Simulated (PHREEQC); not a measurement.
0.32 g of hydrous ferric oxide (600 m²/g; 0.2 weak and 0.005 strong sites per Fe, Dzombak-Morel constants, diffuse double layer) in 1 kg of water with 0.001 mol/kgw of an inert sodium salt and 0.72 mmol/kgw H3BO3 and 0.27 mmol/kgw CaCl2, at 25 °C; the pH is set by adding NaOH or the inert anion's acid. O2 is buffered at 0.21 atm. No CO2 enters from the air. Nothing may precipitate in this run.

The series has 17 steps of pH, from 4 to 12.

Equilibrium calculation in PHREEQC: ion-association model, wateq4f.dat.

Problem. Near which pH is half of the Ca sorbed, and on which side is more sorbed?

Solution. Near pH 8.9, with more sorbed at higher pH.
